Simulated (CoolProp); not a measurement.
The fluid at 581.81 K and 0.465 MPa is compressed adiabatically to 1.14 MPa with isentropic efficiency 0.9. The same conditions are run with several fluids, on thermodynamics alone (safety and materials aside).

Values from CoolProp's reference Helmholtz-energy equation of state of each fluid (cyclohexane: Zhou 2014; n-undecane: Aleksandrov 2011; toluene: Lemmon 2006).

| fluid | work (kJ/kg) | final temperature (K) | final density (kg/m³) |
|---|---|---|---|
| cyclohexane | (withheld) | (withheld) | 20.6 |
| n-undecane | (withheld) | 601.6 | 57.2 |
| toluene | 49.8 | (withheld) | 22.9 |

Task: What belongs in the gaps?

Result: 
- cyclohexane, work (kJ/kg): 55.3
- cyclohexane, final temperature (K): 605.8
- n-undecane, work (kJ/kg): 23.8
- toluene, final temperature (K): 610.1
